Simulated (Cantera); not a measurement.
Charge: 1 mol Si3N4, 0.11 mol N2, 0.31 mol C, equilibrated at 1177 °C and 263 Torr.

Cantera equilibrium calculation (NASA polynomials, part measured and part estimated; ideal gas, pure solids and liquids). Candidate condensed phases: C, Si, SiC, Si3N4; 20 gas species. The numbers say what is thermodynamically allowed, not how fast it happens.

Base state: N2 1.00 (mole fractions); condensed: C(graphite) + Si3N4(s).

### Question
What changes in the equilibrium state with this change: temperature from 1177 °C to 1675 °C?

### Answer
```tsv
species	before	after
N2	1.00	1.000
Si	<1e-9	2.51e-5
C(graphite), mol	0.310	0
Si3N4(s), mol	1.00	0.897
SiC(s), mol	0	0.310
```
Mutual solubility and eutectic melting of coexisting phases are not modelled.
